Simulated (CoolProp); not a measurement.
Saturation properties of R1224YDZ (Tc = 428.7 K, pc = 3.334 MPa, ω = 0.325).

Values from CoolProp's reference Helmholtz-energy equation of state, Akasaka 2023.

```json
[
 {"T (K)": "309.8", "p (MPa)": "0.2190", "liquid cp (kJ/(kg K))": "1.175", "vapour Z": "0.9194"},
 {"T (K)": "318.5", "p (MPa)": "0.2877", "liquid cp (kJ/(kg K))": "1.195", "vapour Z": "0.9037"},
 {"T (K)": "327.1", "p (MPa)": "0.3708", "liquid cp (kJ/(kg K))": "1.217", "vapour Z": "0.8862"},
 {"T (K)": "335.7", "p (MPa)": "0.4708", "liquid cp (kJ/(kg K))": "1.241", "vapour Z": "0.8666"},
 {"T (K)": "344.4", "p (MPa)": "0.5914", "liquid cp (kJ/(kg K))": "1.267", "vapour Z": "0.8444"},
 {"T (K)": "353", "p (MPa)": "0.7320", "liquid cp (kJ/(kg K))": "1.297", "vapour Z": "0.8199"},
 {"T (K)": "361.6", "p (MPa)": "0.8962", "liquid cp (kJ/(kg K))": "1.331", "vapour Z": "0.7926"},
 {"T (K)": "370.2", "p (MPa)": "1.087", "liquid cp (kJ/(kg K))": "1.370", "vapour Z": "0.7622"},
 {"T (K)": "378.9", "p (MPa)": "1.308", "liquid cp (kJ/(kg K))": "1.417", "vapour Z": "0.7278"},
 {"T (K)": "387.5", "p (MPa)": "1.559", "liquid cp (kJ/(kg K))": "1.477", "vapour Z": "0.6893"}
]
```

It boils at 288.0 K under 1 atm.
